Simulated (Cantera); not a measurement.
Feed: 1 mol Ti, 0.73 mol H2O, 19 mol H2, equilibrated at 1975 K and 10000 Pa.

Cantera equilibrium calculation (NASA polynomials, part measured and part estimated; ideal gas, pure solids and liquids). Mutual solubility and eutectic melting of coexisting phases are not modelled. TiO: taken at fixed stoichiometry. Condensed phases not in the tables: N, O or C dissolved in the metal. The numbers say what is thermodynamically allowed, not how fast it happens.

| species | before | after |
|---|---|---|
| H2 | 0.996 | 0.994 |
| H | 0.00432 | 0.00599 |
| Ti | 7.12e-5 | 0.000134 |
| TiO | 4.64e-6 | 1.03e-5 |
| Ti(l), mol | 0.269 | 0.267 |
| TiO(s), mol | 0.730 | 0 |
| TiO(l), mol | 0 | 0.730 |
Gas species are given as mole fractions.

### Question
Which change was made?
A. temperature from 1975 K to 1623.15 K
B. temperature from 1975 K to 1598 K
C. temperature from 1975 K to 2023 K
D. pressure from 10000 Pa to 200 Pa

### Answer
C, temperature from 1975 K to 2023 K. Each liquid is taken as pure
